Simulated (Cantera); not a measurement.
# Stirred combustor or abatement burner

A perfectly stirred reactor is fed with C3H8 : O2 : N2 = 1 : 6.41 : 35.3 (molar parts), at 0.454 atm; it is adiabatic with a 375 K inlet, and is followed from long to short residence time, starting on the burning branch (τ in s: 0.14, 0.068, 0.032, 0.015, 0.0071, 0.0033, 0.0016, 0.00074, 0.00035, 0.00016, 7.7e-05).

Detailed kinetics in Cantera: GRI-Mech 3.0 (53 species, 325 reactions). GRI-Mech 3.0 was tuned for natural gas; its chemistry of propane as a main component is partial and can be far from experiment.

```csv
τ (s),T (K),x C3H8,x O2,x C2H,x H2O2,x HO2,x H,x NO2
0.14,1688,1.16e-6,0.0327,1.82e-9,7.10e-8,1.56e-6,0.000157,8.22e-9
0.068,1677,1.84e-6,0.0330,2.60e-9,9.54e-8,2.22e-6,0.000295,6.26e-9
0.032,1661,2.94e-6,0.0336,3.70e-9,1.29e-7,3.13e-6,0.000551,4.92e-9
0.015,1638,4.78e-6,0.0343,5.12e-9,1.76e-7,4.28e-6,0.000980,3.97e-9
0.0071,1609,7.94e-6,0.0355,6.92e-9,2.39e-7,5.72e-6,0.00162,3.17e-9
0.0033,1570,1.43e-5,0.0371,9.35e-9,3.29e-7,7.70e-6,0.00246,2.40e-9
0.0016,1524,2.75e-5,0.0396,1.25e-8,4.48e-7,1.08e-5,0.00325,1.70e-9
0.00074,1450,7.38e-5,0.0450,1.73e-8,6.49e-7,1.95e-5,0.00339,1.06e-9
0.00035,375,0.0234,0.150,<1e-12,<1e-12,<1e-12,<1e-12,<1e-12
0.00016,375,0.0234,0.150,<1e-12,<1e-12,<1e-12,<1e-12,<1e-12
7.7e-5,375,0.0234,0.150,<1e-12,<1e-12,<1e-12,<1e-12,<1e-12
```
x: mole fraction; the columns are a selection and need not sum to one.
